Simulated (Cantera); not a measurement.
A Cantera script and what it prints.

```python
import numpy as np
import cantera as ct

gas_names = """
    Mg MgO MgS Mg2 O O2 O3 S SO SO2 SO3 S2 S2O S8
""".split()
cond_names = """
    Mg(cr) Mg(L) MgO(s) MgO(L) MgS(s) MgSO4(s) MgSO4(L) S(cr1) S(cr2) S(L)
""".split()


# ... load() reads the species with a 1 bar reference pressure and builds the phases ...
atoms = {
    'MgO': {'Mg': 1, 'O': 1},
    'SO3': {'S': 1, 'O': 3},
    'O2': {'O': 2},
}
top_T = {'MgS(s)': 2250}  # K; cautious upper limits of use, not melting points


# ... equilibrate(T, P, feed) seeds the gas with the atoms and calls Mixture.equilibrate('TP', solver="vcs", rtol=1e-11, max_steps=5000) ...
results = []
feed = {'MgO': 1, 'SO3': 0.19, 'O2': 1.4}  # mol
P = 1000  # Pa
for T in [725, 825, 925, 1025, 1125, 1225, 1325, 1425]:
    mix = equilibrate(T, P, feed)
    results.append((T, P, feed, dict(zip(mix.species_names, mix.species_moles))))

top = {s: max(r[3][s] / sum(r[3][g] for g in gas_names) for r in results) for s in gas_names}
cols = sorted((s for s in top if top[s] > 0.0001), key=lambda s: -top[s])[:9]
seen = [c for c in cond_names if any(r[3].get(c, 0) > 1e-12 for r in results)]
print("log10 of partial pressures in bar; condensed amounts in mol")
print(f"{'T/K':>10s}" + "".join(f"{s[:9]:>10s}" for s in cols + seen))
for T, P, feed, n in results:
    ng = sum(n[g] for g in gas_names)
    print(f"{T:10.4g}" + "".join(f"{np.log10(max(n[s] / ng * P / 1e5, 1e-99)):10.3f}" for s in cols)
          + "".join(f"{n.get(c, 0):10.4g}" for c in seen))
```

It prints:

```
log10 of partial pressures in bar; condensed amounts in mol
       T/K        O2       SO2       SO3    MgO(s)  MgSO4(s)
       725    -2.000   -12.058   -10.856      0.81      0.19
       825    -2.000    -8.734    -8.391      0.81      0.19
       925    -2.000    -6.143    -6.472    0.8101    0.1899
      1025    -2.004    -4.070    -4.939    0.8237    0.1763
      1125    -2.052    -2.966    -4.301         1         0
      1225    -2.052    -2.956    -4.658         1         0
      1325    -2.052    -2.952    -4.964         1         0
      1425    -2.052    -2.950    -5.228         1         0
```

Equilibrium computed with Cantera from the NASA thermochemical tables; the gas is ideal and each condensed phase is pure. Mutual solubility and eutectic melting of coexisting phases are not modelled.
